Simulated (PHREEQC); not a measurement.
0.37 g of hydrous ferric oxide (600 m²/g; 0.2 weak and 0.005 strong sites per Fe, Dzombak-Morel constants, diffuse double layer) in 1 kg of water with 0.1 mol/kgw of an inert sodium salt and 0.021 mmol/kgw CuSO4, at 25 °C; the pH is set by adding NaOH or the inert anion's acid. Oxygen is held at 0.21 atm. The system is closed to CO2. Nothing may precipitate in this run.

The series has 13 steps of pH, from 4 to 12.

Equilibrium calculation in PHREEQC: ion-association model, wateq4f.dat.

Task: Near which pH is half of the S sorbed, and on which side is more sorbed?

Result: Near pH 6.2, with more sorbed at lower pH.

Task: Near which pH is half of the Cu sorbed, and on which side is more sorbed?

Result: Near pH 4.9, with more sorbed at higher pH.

The database's constant for dissolved Cu(OH)2 is higher than later reviews accept.
